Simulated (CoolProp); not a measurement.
The fluoroketone C6F12O (FK-5-1-12) along the isotherm 383.7 K: Z from the reference equation and from simpler models built on Tc = 441.8 K, pc = 1.869 MPa, ω = 0.471; each cubic takes its own stable root.

Model: reference Helmholtz-energy equation of state, McLinden 2015, in CoolProp.

```
p (MPa)   phase  reference
-------  ------  ---------
1.87     liquid     0.1407
3.74     liquid     0.2755
5.61     liquid     0.4062
7.48     liquid     0.5339
9.35     liquid     0.6592
11.2     liquid     0.7811
13.1     liquid     0.9045
15       liquid      1.026
16.8     liquid      1.140
18.7     liquid      1.260
```

### Question
How far does each simpler model (van der Waals, Soave-Redlich-Kwong) lie from the reference over these 10 states: mean and median of the absolute difference, and the worst?

### Answer
- van der Waals: mean 49.3 %, median 46.9 %, worst +64.3 % at 383.7 K and 1.87 MPa
- Soave-Redlich-Kwong: mean 6.9 %, median 6.2 %, worst +11.9 % at 383.7 K and 1.87 MPa
